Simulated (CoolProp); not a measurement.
Vapour-liquid equilibrium of R134a (1) + R236FA (2) at 276.8 K; x and y are mole fractions of (1).

The numbers come from the multi-fluid Helmholtz-energy mixture model, Tillner-Roth 1994 and Pan 2012; pair parameters Bell 2016 in CoolProp.

```json
[
 {"x": "0.05", "bubble pressure, mixture model (MPa)": "___", "bubble pressure, Raoult's law (MPa)": "0.1353", "y, mixture model": "0.115", "y, Raoult's law": "0.123"},
 {"x": "0.125", "bubble pressure, mixture model (MPa)": "___", "bubble pressure, Raoult's law (MPa)": "0.1510", "y, mixture model": "0.261", "y, Raoult's law": "0.276"},
 {"x": "0.2", "bubble pressure, mixture model (MPa)": "0.1645", "bubble pressure, Raoult's law (MPa)": "0.1666", "y, mixture model": "0.381", "y, Raoult's law": "0.400"},
 {"x": "0.275", "bubble pressure, mixture model (MPa)": "0.1795", "bubble pressure, Raoult's law (MPa)": "0.1823", "y, mixture model": "0.482", "y, Raoult's law": "0.503"},
 {"x": "0.35", "bubble pressure, mixture model (MPa)": "0.1947", "bubble pressure, Raoult's law (MPa)": "0.1979", "y, mixture model": "0.569", "y, Raoult's law": "0.590"},
 {"x": "0.425", "bubble pressure, mixture model (MPa)": "0.2100", "bubble pressure, Raoult's law (MPa)": "0.2136", "y, mixture model": "0.644", "y, Raoult's law": "0.664"},
 {"x": "0.5", "bubble pressure, mixture model (MPa)": "0.2255", "bubble pressure, Raoult's law (MPa)": "0.2292", "y, mixture model": "___", "y, Raoult's law": "0.728"},
 {"x": "0.575", "bubble pressure, mixture model (MPa)": "0.2412", "bubble pressure, Raoult's law (MPa)": "0.2449", "y, mixture model": "___", "y, Raoult's law": "0.783"},
 {"x": "0.65", "bubble pressure, mixture model (MPa)": "0.2571", "bubble pressure, Raoult's law (MPa)": "0.2605", "y, mixture model": "___", "y, Raoult's law": "0.832"},
 {"x": "0.725", "bubble pressure, mixture model (MPa)": "0.2731", "bubble pressure, Raoult's law (MPa)": "0.2762", "y, mixture model": "0.866", "y, Raoult's law": "0.876"},
 {"x": "0.8", "bubble pressure, mixture model (MPa)": "0.2894", "bubble pressure, Raoult's law (MPa)": "0.2918", "y, mixture model": "0.908", "y, Raoult's law": "0.914"},
 {"x": "0.875", "bubble pressure, mixture model (MPa)": "0.3058", "bubble pressure, Raoult's law (MPa)": "0.3075", "y, mixture model": "0.945", "y, Raoult's law": "0.949"},
 {"x": "0.95", "bubble pressure, mixture model (MPa)": "0.3224", "bubble pressure, Raoult's law (MPa)": "0.3231", "y, mixture model": "___", "y, Raoult's law": "0.981"}
]
```

**Question.** What belongs in the gaps?

**Answer.** 
- 0.05, bubble pressure, mixture model (MPa): 0.1347
- 0.125, bubble pressure, mixture model (MPa): 0.1496
- 0.5, y, mixture model: 0.710
- 0.575, y, mixture model: 0.768
- 0.65, y, mixture model: 0.820
- 0.95, y, mixture model: 0.979

The largest gap from Raoult's law is -1.7 % in bubble pressure, at x = 0.425. No azeotrope shows between x = 0.05 and 0.95.

The pair parameters rest on a limited set of measurements; away from them the model extrapolates.
